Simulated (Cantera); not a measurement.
**Carbon deposition, reforming and gasification: C3H8 + H2O**

Charge: 1 mol C3H8, 0.023 mol H2O, at 133 Pa.

Equilibrium computed with Cantera from the NASA thermochemical tables; the gas is ideal and each condensed phase is pure. Candidate condensed phases: C, C6H6, C7H8, C8H18, H2O; 110 gas species. The numbers say what is thermodynamically allowed, not how fast it happens.

```tsv
T (K)	x H	x H2	x C3	x C	x C2	x C2H2 (acetylene)	x C2H	x CO	n C(graphite)
2650	0.693	0.292	0.00336	0.000872	0.000318	0.00572	0.00132	0.00368	2.81
2700	0.749	0.231	0.00660	0.00159	0.000632	0.00546	0.00187	0.00350	2.73
2750	0.793	0.179	0.0127	0.00283	0.00122	0.00504	0.00259	0.00333	2.57
2800	0.823	0.135	0.0237	0.00494	0.00231	0.00450	0.00346	0.00316	2.26
2850	0.834	0.0980	0.0433	0.00846	0.00427	0.00385	0.00449	0.00298	1.69
2900	0.820	0.0678	0.0776	0.0142	0.00772	0.00312	0.00559	0.00277	0.598
2950	0.816	0.0486	0.0927	0.0206	0.0106	0.00202	0.00542	0.00264	0
3000	0.825	0.0364	0.0886	0.0275	0.0124	0.00119	0.00462	0.00259	0
```
x: gas mole fraction; n: condensed amount in mol.

From 2650 K to 2900 K the condensed part is C(graphite). From 2950 K to 3000 K nothing is condensed. The main C-bearing gas is C2H2 (acetylene) at 2650 K and C3 at 3000 K.
